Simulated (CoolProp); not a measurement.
Vapour-liquid equilibrium of isohexane (1) + n-heptane (2) at 27.7 kPa; x and y are mole fractions of (1).

Computed with CoolProp (multi-fluid Helmholtz-energy mixture model, Lemmon 2006 and Span 2003; pair parameters Bell 2016).

Give the bubble temperature and the first vapour's composition at x = 0.2, 0.425, 0.725. Is there an azeotrope?

x = 0.2: 48.3 °C, y = 0.485; x = 0.425: 39.3 °C, y = 0.747; x = 0.725: 30.6 °C, y = 0.919. No azeotrope shows between x = 0.05 and 0.95.

The pair parameters rest on a limited set of measurements; away from them the model extrapolates.
